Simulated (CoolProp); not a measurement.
Normal hydrogen at 766.33 K and 0.159 MPa is throttled through a valve to 0.0813 MPa with no heat exchange. Each further row changes one setting.

The numbers come from the reference Helmholtz-energy equation of state, Leachman 2009 in CoolProp.

```csv
case,temperature change (K),final density (kg/m³)
as stated,+0.0,?
outlet pressure 0.0244 MPa,?,?
outlet pressure 0.106 MPa,+0.0,?
```

Question: Complete the blanks.

Answer: 
- as stated, final density (kg/m³): 0.0257
- outlet pressure 0.0244 MPa, temperature change (K): +0.1
- outlet pressure 0.0244 MPa, final density (kg/m³): 0.00772
- outlet pressure 0.106 MPa, final density (kg/m³): 0.0335
